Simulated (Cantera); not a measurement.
A perfectly stirred reactor is fed with CH4 : CO2 = 1 : 2 (molar parts), at 1.00 bar; it is held at 2125 K, and followed from long to short residence time.

Model: GRI-Mech 3.0 (53 species, 325 reactions), integrated in Cantera.

x: mole fraction; the columns are a selection and need not sum to one.

```tsv
τ (s)	x CH4	x CO2	x O2	x C2H	x H2	x H2O	x CH2
1.2	0.000180	0.0590	1.31e-7	1.97e-9	0.257	0.141	(withheld)
0.52	0.000416	0.0593	1.27e-7	1.00e-8	0.257	0.141	(withheld)
0.23	0.000892	0.0599	1.25e-7	4.48e-8	0.256	0.142	(withheld)
0.099	0.00182	0.0616	1.25e-7	1.83e-7	0.253	0.143	(withheld)
0.043	0.00338	0.0656	1.27e-7	6.15e-7	0.246	0.147	(withheld)
0.019	0.00569	0.0744	1.33e-7	1.67e-6	0.233	0.156	(withheld)
0.0082	0.00909	0.0924	1.41e-7	3.83e-6	0.212	0.171	(withheld)
0.0035	0.0142	0.125	1.47e-7	7.22e-6	0.185	0.188	(withheld)
0.0015	0.0226	0.178	1.37e-7	1.10e-5	0.160	0.197	(withheld)
0.00067	0.0375	0.252	1.04e-7	1.34e-5	0.151	0.184	(withheld)
```

Q: Fill in the missing entries.

A: 
- 1.2, x CH2: 2.01e-7
- 0.52, x CH2: 4.50e-7
- 0.23, x CH2: 9.51e-7
- 0.099, x CH2: 1.95e-6
- 0.043, x CH2: 3.68e-6
- 0.019, x CH2: 6.37e-6
- 0.0082, x CH2: 1.04e-5
- 0.0035, x CH2: 1.60e-5
- 0.0015, x CH2: 2.23e-5
- 0.00067, x CH2: 2.72e-5
